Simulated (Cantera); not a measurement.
A closed system holds: 1 mol CH₃F, 0.21 mol HCl, 4.2 mol H₂, held at 775 K.

These are equilibrium values from Cantera (NASA tables, ideal gas, pure condensed phases), not measurements of a reactor. Candidate condensed phases: C, C₆H₆, C₇H₈, C₈H₁₈; 118 gas species. Equilibrium is a limit: real reactors are often held back by kinetics, nucleation or transport.

Task: Which condensed phases are stable at each of these points (P (Pa)): 1, 5.20, 27, 140, 720, 3700, 19000, 100000?

Result: 
| P (Pa) | condensed phases | C condensed (%) |
|---|---|---|
| 1 | C(graphite) | 100.0 |
| 5.20 | C(graphite) | 100.0 |
| 27 | C(graphite) | 99.8 |
| 140 | C(graphite) | 98.8 |
| 720 | C(graphite) | 94.0 |
| 3700 | C(graphite) | 73.2 |
| 19000 | C(graphite) | 14.7 |
| 100000 | gas only | 0.0 |

From 1.00 Pa to 19000 Pa the condensed part is C(graphite). At 100000 Pa nothing is condensed.
